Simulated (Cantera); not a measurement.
# Ignition delay

Mixture: CH₄ : C₂H₆ : C₃H₈ : O₂ : N₂ : H₂O = 1 : 0.08 : 0.14 : 7.95 : 29.9 : 0.86 (molar parts), at 0.740 bar, adiabatic and at constant pressure. Ignition delay is the time to a rise of 400 K.

Cantera simulation using GRI-Mech 3.0 (53 species, 325 reactions); the numbers are that mechanism's predictions, not measurements. GRI-Mech 3.0 was tuned for natural gas; its chemistry of propane as a main component is partial and can be far from experiment.

| T0 (K) | delay (ms) |
|---|---|
| 1123 | 19.2 |
| 1173 | 8.33 |
| 1223 | 3.77 |
| 1273 | 1.81 |
| 1323 | 0.929 |
| 1373 | 0.513 |
| 1423 | 0.305 |
| 1473 | 0.195 |

The apparent activation energy between 1373 and 1473 K is 160 kJ/mol.
